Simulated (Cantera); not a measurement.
**Low-pressure radical oxidation in H2/O2**

An isothermal, constant-pressure homogeneous reactor starts with H2 : O2 = 0.43 : 1 (molar parts), equivalence ratio 0.21, at 900 K and 0.00500 bar.

Detailed kinetics in Cantera: GRI-Mech 3.0 (53 species, 325 reactions). Radical loss at walls, strong at low pressure, is not modelled. Below about 950 K walls govern HO2 and H2O2 in real vessels. The temperature is held fixed by assumption; the heat of reaction is taken as removed at once.

| t (s) | x H2 | x O2 | x H2O2 | x HO2 | x H |
|---|---|---|---|---|---|
| 0.000500 | 0.301 | 0.699 | <1e-12 | 1.83e-11 | 1.94e-11 |
| 0.00130 | 0.301 | 0.699 | <1e-12 | 4.81e-11 | 7.84e-11 |
| 0.00337 | 0.301 | 0.699 | <1e-12 | 1.37e-10 | 1.02e-9 |
| 0.00877 | 0.301 | 0.699 | 2.33e-12 | 7.60e-9 | 4.75e-7 |
| 0.0228 | 0.0794 | 0.612 | 1.15e-7 | 6.78e-6 | 0.117 |
| 0.0592 | 0.00623 | 0.636 | 2.24e-7 | 1.05e-5 | 0.0159 |
| 0.154 | 0.000562 | 0.646 | 2.32e-7 | 6.14e-6 | 0.000193 |
| 0.399 | 7.02e-5 | 0.646 | 1.30e-7 | 1.75e-6 | 5.84e-6 |
| 1.04 | 9.61e-6 | 0.646 | 5.88e-8 | 3.84e-7 | 3.63e-7 |
| 2.69 | 1.31e-6 | 0.646 | 2.60e-8 | 8.59e-8 | 3.26e-8 |
| 7.00 | 2.12e-7 | 0.646 | 1.21e-8 | 2.27e-8 | 4.08e-9 |
x: mole fraction; the columns are a selection and need not sum to one.

Equilibrium at this temperature and pressure: H2 2.00e-11, O2 0.646, H2O2 1.37e-11, HO2 1.83e-10, H <1e-12 (gas phase only).
